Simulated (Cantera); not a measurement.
Feed: 1 mol toluene, 0.12 mol O2, 2.3 mol H2, equilibrated at 0.00370 bar.

Equilibrium computed with Cantera from the NASA thermochemical tables; the gas is ideal and each condensed phase is pure. Candidate condensed phases: C, C6H6, C7H8, C8H18, H2O; 110 gas species. Equilibrium is a limit: real reactors are often held back by kinetics, nucleation or transport.

### Question
At 923 K, list the 5 most abundant gas species with their mole fractions, and the condensed phases.

### Answer
H2 0.962, CO 0.0365, CH4 0.000797, H2O 0.000201, CO2 1.56e-5. Condensed: C(graphite).
